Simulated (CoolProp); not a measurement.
A closed Brayton cycle with carbon dioxide: compressor inlet 332.15 K and 9.9 MPa, high pressure 27.1 MPa, turbine inlet 885 K, compressor efficiency 0.8, turbine efficiency 0.93, recuperator effectiveness 0.8 (on enthalpy, no pinch check). Each further row changes one setting.

The numbers come from the reference Helmholtz-energy equation of state, Span 1996 in CoolProp.

```tsv
case	thermal efficiency (%)	net work (kJ/kg)	compressor to turbine work	compressor exit (K)	turbine exit (K)
as stated	30.4	94.1	0.36	412.9	754.6
turbine inlet 835 K	29.2	84.7	0.39	412.9	709.2
compressor inlet 342.15 K	29.3	86.5	0.42	431.7	754.6
high pressure 23 MPa	28.4	82.1	0.34	399.3	775.2
recuperator effectiveness 0.5	21.9	94.1	0.36	412.9	754.6
```
